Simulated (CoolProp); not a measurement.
A single-stage vapour-compression cycle with the fluid: evaporating at 275.15 K (dew point), condensing at 327.15 K (bubble point), superheat 0 K, subcooling 8 K, compressor efficiency 0.85, no pressure losses. The same conditions are run with several fluids, on thermodynamics alone (safety and materials aside).

The numbers come from the reference Helmholtz-energy equation of state of each fluid (R124: de Vries 1995; R125: Lemmon 2005; R22: Kamei 1995; R236FA: Pan 2012; n-perfluoropentane: Gao 2022; the fluoroketone C6F12O (FK-5-1-12): McLinden 2015) in CoolProp.

```csv
fluid,cooling COP,pressure ratio,discharge temperature (K),refrigerating effect (kJ/kg),volumetric capacity (kJ/m³)
R124,3.65,4.89,328.8,___,1220
R125,___,3.89,334.1,70.9,3180
R22,3.61,4.00,355.8,148,3350
R236FA,3.57,5.56,327.1,___,844
n-perfluoropentane,3.19,7.01,327.2,52.2,___
the fluoroketone C6F12O (FK-5-1-12),3.17,8.67,327.2,52.5,102
```

**Question.** Some entries are withheld; supply them.

**Answer.** 
- R124, refrigerating effect (kJ/kg): 109
- R125, cooling COP: 2.93
- R236FA, refrigerating effect (kJ/kg): 103
- n-perfluoropentane, volumetric capacity (kJ/m³): 222

The compression ends wet for: R236FA; n-perfluoropentane; the fluoroketone C6F12O (FK-5-1-12).
